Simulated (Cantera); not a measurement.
Feed: 1 mol Al, 0.76 mol NH₃, 9.5 mol H₂, at 1.00 bar.

Cantera equilibrium calculation (NASA polynomials, part measured and part estimated; ideal gas, pure solids and liquids). Candidate condensed phases: Al, AlN; 13 gas species. Mutual solubility and eutectic melting of coexisting phases are not modelled. Kinetics and transport are ignored.

x: gas mole fraction; n: condensed amount in mol.

```
T (K)   x H₂      x Al       x H     x AlH    x Al₂     x N₂     x NH₃  n Al(s)  n AlN(s)  n Al(l)
-----  -----  --------  --------  --------  -------  -------  --------  -------  --------  -------
750     1.00    <1e-12    <1e-12    <1e-12   <1e-12   <1e-12    <1e-12    0.240     0.760        0
900     1.00    <1e-12  1.17e-10  4.27e-11   <1e-12   <1e-12    <1e-12    0.240     0.760        0
1050    1.00  3.04e-10   8.11e-9   4.48e-9   <1e-12   <1e-12    <1e-12        0     0.760    0.240
1200    1.00   2.66e-8   1.97e-7   1.38e-7   <1e-12   <1e-12  1.22e-12        0     0.760    0.240
1350   1.000         …         …         …        …   <1e-12         …        0     0.760    0.240
1500   1.000         …         …         …        …        …         …        0     0.760    0.240
1650   1.000  0.000124   9.08e-5   8.79e-5  4.27e-8  2.65e-9   2.11e-9        0     0.760    0.238
```

**Question.** What belongs in the gaps?

**Answer.** 
- 1500, x Al: 1.32e-5
- 1500, x H: 1.76e-5
- 1500, x AlH: 1.59e-5
- 1500, x Al₂: 1.71e-9
- 1500, x N₂: 2.19e-11
- 1500, x NH₃: 2.90e-10
- 1350, x Al: 8.43e-7
- 1350, x H: 2.38e-6
- 1350, x AlH: 1.95e-6
- 1350, x Al₂: 3.24e-11
- 1350, x NH₃: 2.55e-11
